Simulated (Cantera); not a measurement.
Equilibrium for silicon carbide growth: SiF₄ + C₃H₈ + H₂ + Cl₂

A closed system holds: 1 mol SiF₄, 0.58 mol C₃H₈, 1300 mol H₂, 0.055 mol Cl₂, held at 100 Torr.

These are equilibrium values from Cantera (NASA tables, ideal gas, pure condensed phases), not measurements of a reactor. Candidate condensed phases: C, C₆H₆, C₇H₈, C₈H₁₈, Si, SiC; 143 gas species. The tables' values for SiF₂, SiF₃, SiF are old estimates; treat these amounts as uncertain. Gases not in the tables: Si₂H₆ and higher silanes. Kinetics and transport are ignored.

| T (K) | x H₂ | x H | x HF | x C₂H₂ (acetylene) | x Si | x CH₄ | x SiF₄ | x HCl | n C(graphite) | n SiC(s) |
|---|---|---|---|---|---|---|---|---|---|---|
| 1448 | 0.997 | 2.52e-5 | 0.00187 | 4.74e-6 | 1.30e-10 | 0.000442 | 0.000225 | 8.44e-5 | 0.577 | 0.573 |
| 1523 | 0.997 | 6.32e-5 | 0.00240 | 1.18e-5 | 1.08e-9 | 0.000305 | 0.000102 | 8.44e-5 | 0.562 | 0.748 |
| 1598 | 0.997 | 0.000146 | 0.00274 | 2.68e-5 | 7.32e-9 | 0.000218 | 3.41e-5 | 8.43e-5 | 0.521 | 0.863 |
| 1673 | 0.996 | 0.000311 | 0.00289 | 5.68e-5 | 4.19e-8 | 0.000161 | 9.74e-6 | 8.43e-5 | 0.463 | 0.916 |
| 1748 | 0.996 | 0.000625 | 0.00295 | 0.000112 | 2.06e-7 | 0.000122 | 2.76e-6 | 8.43e-5 | 0.347 | 0.937 |
| 1823 | 0.995 | 0.00118 | 0.00297 | 0.000210 | 8.86e-7 | 9.43e-5 | 8.33e-7 | 8.42e-5 | 0.121 | 0.942 |
| 1898 | 0.994 | 0.00213 | 0.00296 | 0.000277 | 3.95e-6 | 6.41e-5 | 3.11e-7 | 8.41e-5 | 0 | 0.928 |
| 1973 | 0.993 | 0.00368 | 0.00294 | 0.000305 | 1.69e-5 | 4.15e-5 | 1.32e-7 | 8.39e-5 | 0 | 0.882 |
| 2048 | 0.990 | 0.00610 | 0.00291 | 0.000353 | 6.34e-5 | 2.86e-5 | 5.77e-8 | 8.36e-5 | 0 | 0.767 |
| 2123 | 0.986 | 0.00976 | 0.00287 | 0.000460 | 0.000202 | 2.15e-5 | 2.49e-8 | 8.32e-5 | 0 | 0.477 |
| 2198 | 0.981 | 0.0151 | 0.00286 | 0.000627 | 0.000465 | 1.70e-5 | 9.24e-9 | 8.25e-5 | 0 | 0 |
| 2273 | 0.973 | 0.0227 | 0.00293 | 0.000631 | 0.000534 | 1.18e-5 | 2.14e-9 | 8.18e-5 | 0 | 0 |
| 2348 | 0.962 | 0.0332 | 0.00295 | 0.000632 | 0.000580 | 8.36e-6 | 5.02e-10 | 8.08e-5 | 0 | 0 |
| 2423 | 0.948 | 0.0473 | 0.00295 | 0.000629 | 0.000610 | 5.99e-6 | 1.23e-10 | 7.94e-5 | 0 | 0 |
x: gas mole fraction; n: condensed amount in mol.

From 1448 K to 1823 K the condensed part is C(graphite) + SiC(s). From 1898 K to 2123 K the condensed part is SiC(s). From 2198 K to 2423 K nothing is condensed. The main Si-bearing gas is SiF₄ at 1448 K and Si at 2423 K.
